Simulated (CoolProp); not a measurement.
Saturation properties of the fluoroketone C6F12O (FK-5-1-12) (Tc = 168.7 °C, pc = 1.869 MPa, ω = 0.471).

Values from CoolProp's reference Helmholtz-energy equation of state, McLinden 2015.

```
T (°C)  p (MPa)  liquid density (kg/m³)  enthalpy of vaporisation (kJ/kg)  liquid cp (kJ/(kg K))  vapour Z
------  -------  ----------------------  --------------------------------  ---------------------  --------
65.05    0.1710                    1473                             82.99                  1.140    0.9067
72.25         ?                    1448                             80.62                  1.149    0.8914
79.35    0.2603                    1421                             78.19                  1.160    0.8747
86.45         ?                    1394                             75.64                  1.172    0.8563
93.65    0.3815                    1365                             72.92                  1.185    0.8357
100.75   0.4556                    1336                             70.07                  1.200    0.8135
107.95   0.5414                    1304                             67.00                      ?         ?
115.05   0.6374                    1270                             63.74                  1.239    0.7619
122.25        ?                    1234                                 ?                  1.265         ?
```

**Question.** What belongs in the gaps?

**Answer.** 
- 72.25, p (MPa): 0.2124
- 86.45, p (MPa): 0.3161
- 107.95, liquid cp (kJ/(kg K)): 1.218
- 107.95, vapour Z: 0.7887
- 122.25, p (MPa): 0.7475
- 122.25, enthalpy of vaporisation (kJ/kg): 60.16
- 122.25, vapour Z: 0.7318

It boils at 49.1 °C under 1 atm.
